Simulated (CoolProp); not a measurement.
Saturation properties of R1123 (Tc = 331.7 K, pc = 4.549 MPa, ω = 0.243).

Computed with CoolProp (reference Helmholtz-energy equation of state, Akasaka 2020).

```
T (K)  p (MPa)  liquid density (kg/m³)  vapour density (kg/m³)  enthalpy of vaporisation (kJ/kg)  liquid cp (kJ/(kg K))
-----  -------  ----------------------  ----------------------  --------------------------------  ---------------------
208    0.08243                    1357                   4.036                             228.5                  1.275
211.5  0.09919                    1346                   4.799                             226.0                  1.281
214.9   0.1179                    1335                   5.643                             223.5                  1.287
218.4   0.1400                    1324                   6.628                             220.9                  1.293
221.8   0.1644                    1313                   7.708                             218.3                  1.300
225.3   0.1929                    1302                   8.957                             215.7                  1.307
228.7   0.2240                    1291                   10.32                             213.0                  1.315
232.1   0.2588                    1279                   11.83                             210.3                  1.324
235.6   0.2989                    1267                   13.57                             207.5                  1.333
239     0.3421                    1256                   15.44                             204.7                  1.342
242.5   0.3915                    1243                   17.57                             201.7                  1.352
245.9   0.4444                    1231                   19.86                             198.8                  1.363
249.4   0.5043                    1218                   22.45                             195.7                  1.375
```

It boils at 211.9 K under 1 atm.
